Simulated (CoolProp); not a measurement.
1,2-dichloroethane along the isobar 22.8 MPa: density (kg/m³) from the reference equation and from simpler models built on Tc = 561.6 K, pc = 5.226 MPa, ω = 0.269; each cubic takes its own stable root.

Model: reference Helmholtz-energy equation of state, Thol 2015, in CoolProp.

| T (K) | phase | reference | van der Waals | Redlich-Kwong | Peng-Robinson |
|---|---|---|---|---|---|
| 269.8 | liquid | 1303 | [?] | 1115 | 1268 |
| 302.7 | liquid | [?] | 749.6 | 1083 | 1238 |
| 335.6 | liquid | 1217 | [?] | 1050 | 1204 |
| 368.5 | liquid | 1171 | [?] | 1014 | 1166 |
| 401.3 | liquid | 1124 | 697.0 | 976.1 | [?] |
| 434.2 | liquid | [?] | [?] | 936.2 | 1078 |
| 467.1 | liquid | 1024 | 658.8 | [?] | 1027 |
| 500 | liquid | 971.2 | 638.7 | 850.0 | 970.1 |

Fill in the missing entries.


- 269.8, van der Waals: 766.1
- 302.7, reference: 1260
- 335.6, van der Waals: 732.6
- 368.5, van der Waals: 715.0
- 401.3, Peng-Robinson: 1125
- 434.2, reference: 1076
- 434.2, van der Waals: 678.2
- 467.1, Redlich-Kwong: 894.1
